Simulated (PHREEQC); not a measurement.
0.018 g of hydrous ferric oxide (600 m²/g; 0.2 weak and 0.005 strong sites per Fe, Dzombak-Morel constants, diffuse double layer) in 1 kg of water with 0.3 mol/kgw of an inert sodium salt, at 25 °C; the pH is set by adding NaOH or the inert anion's acid. O2 is buffered at 0.21 atm. No CO2 enters from the air. Precipitation was switched off in this run.

Computed with PHREEQC (ion-association model, wateq4f.dat).

| pH | surface charge σ (C/m²) | surface potential ψ (mV) |
|---|---|---|
| 3 | 0.368 | 126 |
| 3.67 | 0.359 | 124 |
| 4.33 | 0.331 | 120 |
| 5 | 0.269 | 110 |
| 5.67 | 0.191 | 93 |
| 6.33 | 0.121 | 71 |
| 7 | 0.066 | 46 |
| 7.67 | 0.024 | 19 |
| 8.33 | -0.012 | -9 |
| 9 | -0.051 | -38 |
| 9.67 | -0.101 | -64 |
| 10.33 | -0.166 | -86 |
| 11 | -0.244 | -105 |

The oxide is taken as insoluble; below pH 4 it would dissolve.
